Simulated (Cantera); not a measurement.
A closed system holds: 1 mol AlBr3, 1.5 mol O2, 780 mol H2, at 0.00290 bar.

Cantera equilibrium calculation (NASA polynomials, part measured and part estimated; ideal gas, pure solids and liquids). Candidate condensed phases: Al, AlBr3, Al2O3, Br2, H2O; 25 gas species. The tables' values for AlOH are old estimates; treat these amounts as uncertain. Equilibrium is a limit: real reactors are often held back by kinetics, nucleation or transport. All values below are at 1875 °C.

Base state: H2 0.918, H 0.0741, H2O 0.00350, Br 0.00202, HBr 0.00138, Al 0.000714, AlBr 0.000288, AlOH 7.02e-5 (mole fractions); condensed: gas only.

Problem. What changes in the equilibrium state with this change: pressure from 0.00290 bar to 0.0100 bar?

Solution. 
```
species          before     after
-------------  --------  --------
H2                0.918     0.952
H                0.0741    0.0407
H2O             0.00350   0.00339
Br              0.00202   0.00145
Al             0.000714  0.000438
OH              3.64e-5   1.86e-5
AlO             1.18e-5   6.76e-6
AlBr           0.000288  0.000436
HBr             0.00138   0.00187
Al2O            6.87e-5   8.35e-5
Al2O3(s), mol         0    0.0469
```
